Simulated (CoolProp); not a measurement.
Vapour-liquid equilibrium of propane (1) + cyclopropane (2) at 1.07 MPa; x and y are mole fractions of (1).

The numbers come from the multi-fluid Helmholtz-energy mixture model, Lemmon 2009 and Polt 1992; pair parameters Bell 2016 in CoolProp. This equation is an older, rougher fit; its heat capacities, sound speeds and derivatives of the liquid may be far off and weren't checked against measurements.

```csv
x,bubble temperature (°C),y at the bubble point,dew temperature at overall composition x (°C),liquid density (mol/L)
0.05,39.1,0.070,39.4,13.95
0.2,___,0.256,___,___
0.35,34.0,0.415,34.9,12.90
0.5,___,0.555,32.9,___
0.65,30.9,0.685,31.2,11.96
0.8,___,0.814,30.1,___
0.95,29.7,0.951,29.7,___
```

Problem. Some entries are withheld; supply them.

Solution. 
- 0.2, bubble temperature (°C): 36.3
- 0.2, dew temperature at overall composition x (°C): 37.1
- 0.2, liquid density (mol/L): 13.41
- 0.5, bubble temperature (°C): 32.2
- 0.5, liquid density (mol/L): 12.42
- 0.8, bubble temperature (°C): 30.0
- 0.8, liquid density (mol/L): 11.53
- 0.95, liquid density (mol/L): 11.13

No azeotrope shows between x = 0.05 and 0.95.

Pair parameters are fitted to limited data, so mixtures are less certain than the pure fluids.
